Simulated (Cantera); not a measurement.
Input (Python, Cantera):

```python
import numpy as np
import cantera as ct

gas = ct.Solution("SiF4_NH3_mec.yaml", "gas")
gas.TPX = 2400, 1500, {'NH3': 1, 'N2': 12}
reactor = ct.IdealGasConstPressureReactor(gas, energy="off", clone=False)
net = ct.ReactorNet([reactor])
net.rtol, net.atol = 1e-08, 1e-18
show = ['NH3', 'N2H4', 'N2', 'NH2', 'N', 'N2H2', 'H']
times = np.geomspace(1e-06, 30, 11)

steps = ct.SolutionArray(gas, extra=["t"])
rows = []
print(f"{'t/s':>10s}{'T/K':>9s}{'P/Pa':>11s}" + "".join(f"{s:>11s}" for s in show))
for t in times:
    while net.time < t:
        t_next = net.step()
        steps.append(gas.state, t=t_next)
    rows.append([np.interp(t, steps.t, y) for y in (steps.T, steps.P, *steps(*show).X.T)])
    print(f"{t:10.3e}{rows[-1][0]:9.1f}{rows[-1][1]:11.4g}" + "".join(f"{x:11.3e}" for x in rows[-1][2:]))
rate = np.gradient(steps.T, steps.t)
print("integrator steps:", len(steps.t))
if steps.T.max() > steps.T[0] + 200:
    print(f"time of steepest temperature rise: {steps.t[rate.argmax()]:.4e} s")
gas.TPX = 2400, 1500, {'NH3': 1, 'N2': 12}
gas.equilibrate("TP")
print(f"equilibrium (TP): T = {gas.T:.1f} K  " + "  ".join(f"{s} {gas[s].X[0]:.3e}" for s in show))
```

Result:

```
       t/s      T/K       P/Pa        NH3       N2H4         N2        NH2          N       N2H2          H
 1.000e-06   2400.0       1500  7.692e-02  3.657e-17  9.231e-01  4.676e-07  8.828e-19  2.974e-15  4.434e-07
 5.594e-06   2400.0       1500  7.692e-02  3.071e-15  9.231e-01  2.889e-06  7.444e-16  4.483e-13  2.207e-06
 3.129e-05   2400.0       1500  7.690e-02  2.083e-13  9.231e-01  2.149e-05  1.800e-12  6.398e-11  7.012e-06
 1.750e-04   2400.0       1500  7.677e-02  1.060e-11  9.230e-01  1.500e-04  1.047e-09  5.001e-09  8.728e-06
 9.791e-04   2400.0       1500  7.599e-02  3.383e-10  9.227e-01  8.446e-04  1.407e-07  3.019e-07  1.240e-05
 5.477e-03   2400.0       1500  6.929e-02  2.181e-09  9.198e-01  2.143e-03  4.833e-06  3.870e-06  1.177e-04
 3.064e-02   2400.0       1500  3.806e-02  4.020e-10  9.075e-01  9.202e-04  1.651e-05  1.543e-06  4.219e-04
 1.714e-01   2400.0       1500  2.690e-03  6.309e-12  8.933e-01  1.153e-04  1.346e-05  5.898e-08  1.374e-03
 9.587e-01   2400.0       1500  1.099e-06  4.189e-17  8.890e-01  2.975e-07  1.491e-06  2.323e-12  8.564e-03
 5.363e+00   2400.0       1500  5.277e-09  1.823e-20  8.784e-01  6.192e-09  5.843e-07  3.235e-14  3.236e-02
 3.000e+01   2400.0       1500  4.115e-09  1.673e-20  8.757e-01  5.938e-09  8.471e-07  2.774e-14  3.832e-02
integrator steps: 2178
equilibrium (TP): T = 2400.0 K  NH3 4.115e-09  N2H4 1.673e-20  N2 8.757e-01  NH2 5.938e-09  N 8.471e-07  N2H2 2.774e-14  H 3.832e-02
```

Model: the gas-phase N/H chemistry of the illustrative SiF4/NH3 mechanism in the Surface Chemkin manual (1991), integrated in Cantera. Walls and surfaces, which speed up NH3 decomposition in real reactors, are not modelled.
